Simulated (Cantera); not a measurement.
Input (Python, Cantera) and output of one run.

```python
import numpy as np
import cantera as ct

gas_names = """
    C CN CO CO2 C2 CCN CNC C2N2 C2O C3 C3O2 C4 C4N2 C5 Fe FeC5O5 FeO N NCO NO NO2 NO3 N2 N2O O O2 O3
""".split()
cond_names = """
    C(gr) Fe(a) Fe(c) Fe(d) Fe(L) FeC5O5(L) FeO(s) FeO(L) Fe2O3(s) Fe3O4(s)
""".split()


# ... load() reads the species with a 1 bar reference pressure and builds the phases ...
atoms = {
    'Fe3O4': {'Fe': 3, 'O': 4},
    'C': {'C': 1},
    'N2': {'N': 2},
}
top_T = {'C(gr)': 4500, 'Fe2O3(s)': 1830, 'Fe3O4(s)': 1870}  # K; cautious upper limits of use, not melting points


# ... equilibrate(T, P, feed) seeds the gas with the atoms and calls Mixture.equilibrate('TP', solver="vcs", rtol=1e-11, max_steps=5000) ...
results = []
feed = {'Fe3O4': 1, 'C': 4.1, 'N2': 4}  # mol
T = 1350  # K
P = 19  # Pa
mix = equilibrate(T, P, feed)
results.append((T, P, feed, dict(zip(mix.species_names, mix.species_moles))))
x = sorted(zip(gas.X, gas.species_names), reverse=True)
print(f"T = {T:g} K  P = {P:g} Pa  gas = {mix.phase_moles(0):.4g} mol")
print("   x: " + "  ".join(f"{s} {v:.3e}" for v, s in x if v > 1e-05))
print("   condensed (mol): " + ("  ".join(f"{mix.phase(i).name} {mix.phase_moles(i):.4g}"
      for i in range(1, mix.n_phases) if mix.phase_moles(i) > 1e-12) or "none"))
```

It prints:

```
T = 1350 K  P = 19 Pa  gas = 8 mol
   x: N2 5.000e-01  CO 5.000e-01  Fe 2.263e-05
   condensed (mol): C(gr) 0.1  Fe(c) 3
```

These are equilibrium values from Cantera (NASA tables, ideal gas, pure condensed phases), not measurements of a reactor. Condensed phases not in the tables: cementite and carbon dissolved in iron.
